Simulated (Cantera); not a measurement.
## Ignition delay

Mixture: 13.9 % CH₄, 17.4 % O₂, 65.3 % N₂, 3.47 % CO₂, equivalence ratio 1.6, at 9.87 atm, adiabatic and at constant pressure. Ignition delay is the time to a rise of 400 K.

Model: GRI-Mech 3.0 (53 species, 325 reactions), integrated in Cantera.

| T0 (K) | delay (ms) |
|---|---|
| 1200 | 6.35 |
| 1300 | 1.97 |
| 1400 | 0.673 |
| 1500 | 0.247 |
| 1600 | 0.0965 |
| 1700 | 0.0407 |
| 1800 | 0.0187 |
| 1900 | 0.00950 |
| 2000 | 0.00528 |
| 2100 | 0.00318 |

| Property | Result |
|---|---|
| apparent activation energy between 1900 and 2100 K | 180 kJ/mol |
